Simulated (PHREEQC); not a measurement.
A column of 0.5 m (40 cells, dispersivity 0.018 m, 300 s a shift, diffusion coefficient 3e-10 m²/s) holds 0.00043 eq of the database's cation exchanger X per kg of pore water, first in equilibrium with 0.026 mol Na2SO4, 0.0042 mol MgSO4 and 1e-05 mol HCl per kg of water. It is flushed with 0.63 mmol/kgw KCl and 0.01 mmol/kgw HCl, at 40 °C. Values are for the last cell. The system is closed to CO2. Precipitation was switched off in this run.

The numbers come from PHREEQC with the ion-association model, phreeqc.dat.

| pore volumes | K in solution (mol/kgw) | S in solution (mol/kgw) | Na in solution (mol/kgw) |
|---|---|---|---|
| 0 | 0 | 0.0302 | 0.0520 |
| 0.1375 | 0 | 0.0302 | 0.0520 |
| 0.3875 | 7.27e-8 | 0.0302 | 0.0520 |
| 0.5125 | 3.83e-6 | 0.0300 | 0.0516 |
| 0.7625 | 0.000103 | 0.0245 | 0.0424 |
| 0.8875 | 0.000207 | 0.0188 | ? |
| 1.137 | 0.000397 | 0.00811 | 0.0142 |
| 1.262 | 0.000450 | ? | 0.00833 |
| 1.512 | 0.000497 | 0.00136 | 0.00247 |
| 1.637 | 0.000508 | 0.000688 | 0.00127 |
| 1.887 | 0.000532 | 0.000162 | 0.000320 |
| 2.013 | 0.000546 | 7.60e-5 | 0.000157 |
| 2.138 | 0.000557 | 3.51e-5 | 7.58e-5 |
| 2.388 | 0.000575 | 7.23e-6 | 1.72e-5 |
| 2.513 | 0.000581 | 3.23e-6 | 8.10e-6 |
| 2.763 | 0.000589 | 6.31e-7 | 1.76e-6 |
| 2.888 | 0.000592 | 2.76e-7 | 8.17e-7 |
| 3.138 | 0.000597 | 5.22e-8 | 1.74e-7 |
| 3.263 | 0.000599 | 2.25e-8 | 7.98e-8 |
| 3.513 | 0.000602 | 4.17e-9 | ? |
| 3.638 | 0.000603 | 1.79e-9 | 7.64e-9 |
| 3.888 | 0.000605 | 3.26e-10 | 1.59e-9 |
| 4.013 | 0.000606 | 1.39e-10 | 7.24e-10 |

Problem. Complete the blanks.

Solution. 
- 0.8875, Na in solution (mol/kgw): 0.0326
- 1.262, S in solution (mol/kgw): 0.00472
- 3.513, Na in solution (mol/kgw): 1.67e-8

Complexes and solids missing from the database can't appear. At this temperature some constants are extrapolated from 25 °C, and those without enthalpy data are left unchanged.
